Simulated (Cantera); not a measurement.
Input: 1 mol SiC, 0.013 mol N2O, 11 mol N2, 0.15 mol CO2, at 100000 Pa.

Cantera equilibrium calculation (NASA polynomials, part measured and part estimated; ideal gas, pure solids and liquids). Candidate condensed phases: C, Si, SiC, SiO2, Si2N2O, Si3N4; 34 gas species. Mutual solubility and eutectic melting of coexisting phases are not modelled. Kinetics and transport are ignored.

x: gas mole fraction; n: condensed amount in mol.

```csv
T (K),x N2,x CO,x SiO,x Si,x SiN,x C2N2,n C(graphite),n Si2N2O(s),n Si3N4(s),n SiC(s)
1323,1.000,2.65e-6,6.27e-11,<1e-12,<1e-12,1.21e-10,1.15,0.313,0.125,0
1373,1.000,(withheld),(withheld),<1e-12,<1e-12,(withheld),1.15,0.313,0.125,0
1423,1.000,(withheld),(withheld),<1e-12,1.25e-12,(withheld),1.15,0.313,0.125,0
1473,1.000,5.50e-5,1.34e-8,5.00e-12,7.22e-12,2.19e-9,1.15,0.312,0.125,0
1523,1.000,0.000132,6.30e-8,3.18e-11,3.71e-11,5.06e-9,1.15,0.312,0.126,0
1573,1.000,0.000300,2.68e-7,1.79e-10,1.71e-10,1.11e-8,1.15,0.310,0.127,0
1623,0.999,0.000645,1.04e-6,9.08e-10,7.19e-10,2.31e-8,1.14,0.306,0.129,0
1673,0.999,0.00133,3.71e-6,4.17e-9,2.76e-9,4.62e-8,1.14,0.299,0.134,0
1723,0.997,0.00298,1.31e-5,1.64e-8,9.19e-9,8.85e-8,0.680,0.281,0,0.438
1773,0.989,0.0111,5.70e-5,4.53e-8,2.16e-8,1.62e-7,0.411,0.191,0,0.618
1823,0.977,0.0230,0.000193,1.40e-7,5.75e-8,2.03e-7,0,0.0529,0,0.892
1873,0.977,0.0229,0.000480,5.14e-7,1.83e-7,1.61e-7,0,0.0507,0,0.893
1923,0.976,0.0226,0.00114,1.76e-6,5.49e-7,1.29e-7,0,0.0458,0,0.896
```

Fill in the missing entries.


- 1373, x CO: 7.85e-6
- 1373, x SiO: 4.29e-10
- 1373, x C2N2: 3.41e-10
- 1423, x CO: 2.15e-5
- 1423, x SiO: 2.55e-9
- 1423, x C2N2: 8.92e-10
